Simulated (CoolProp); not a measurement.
Model: reference Helmholtz-energy equation of state, Thol 2019, in CoolProp.

**Question.** Give the vapour pressure (MPa), liquid cp (kJ/(kg K)), surface tension (mN/m) of saturated n-pentane at 242.6 K.

**Answer.** 
```json
[
 {"T (K)": "242.6", "p (MPa)": "0.00494", "liquid cp (kJ/(kg K))": "2.10", "surface tension (mN/m)": "21.7"}
]
```

Surface tension comes from a separate correlation (Mulero 2012).
